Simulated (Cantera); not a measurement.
## Adiabatic ignition

An adiabatic, constant-pressure homogeneous reactor starts with C3H8 : O2 : N2 : CO2 = 1 : 11.9 : 44.8 : 16 (molar parts), equivalence ratio 0.42, at 1800 K and 3000 Torr.

Detailed kinetics in Cantera: GRI-Mech 3.0 (53 species, 325 reactions).

```
t (s)     T (K)  x C3H8    x O2  x CO2      x H2  x CH2CO
--------  -----  ------  ------  -----  --------  -------
7.00e-6    2075  <1e-12   0.105  0.208   0.00166  4.81e-5
2.03e-5    2156  <1e-12   0.103  0.217   0.00111   <1e-12
5.91e-5    2259  <1e-12  0.0985  0.231  0.000685   <1e-12
0.000172   2341  <1e-12  0.0951  0.242  0.000354   <1e-12
0.000499   2367  <1e-12  0.0940  0.246  0.000256   <1e-12
0.00145    2367  <1e-12  0.0938  0.246  0.000253   <1e-12
0.00421    2366  <1e-12  0.0933  0.246  0.000252   <1e-12
0.0122     2362  <1e-12  0.0921  0.246  0.000248   <1e-12
0.0355     2356  <1e-12  0.0902  0.246  0.000243   <1e-12
0.103      2352  <1e-12  0.0891  0.246  0.000240   <1e-12
0.300      2352  <1e-12  0.0890  0.246  0.000240   <1e-12
```
x: mole fraction; the columns are a selection and need not sum to one.

```json
{
  "time_of_steepest_temperature_rise": "4.68 µs",
  "temperature at 0.300 s": "2352 K",
  "equilibrium_temperature": "2352 K",
  "x(C3H8) at 0.300 s": "<1e-12 (gas-phase equilibrium <1e-12)",
  "x(O2) at 0.300 s": "0.0890 (gas-phase equilibrium 0.0890)",
  "x(CO2) at 0.300 s": "0.246 (gas-phase equilibrium 0.246)"
}
```
